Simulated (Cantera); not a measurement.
## Equilibrium for carbothermic reduction: PbO + CO + CH4

Input: 1 mol PbO, 7.8 mol CO, 2.2 mol CH4, held at 1698.15 K and 0.398 Torr.

Equilibrium computed with Cantera from the NASA thermochemical tables; the gas is ideal and each condensed phase is pure. Candidate condensed phases: C, C6H6, C7H8, C8H18, H2O, Pb, PbO, PbO2, Pb3O4; 113 gas species. Kinetics and transport are ignored.

| Item | Value |
|---|---|
| x(CO) | 0.619 |
| x(H2) | 0.308 |
| x(Pb) | 0.0703 |
| x(H) | 0.00349 |
| x(C2H2 (acetylene)) | 2.22e-5 |
| n(C(graphite)) | 1.20 mol |
| gas amount | 14.22 mol |
| log10 activity of Pb(l) (absent) | -3.55 |
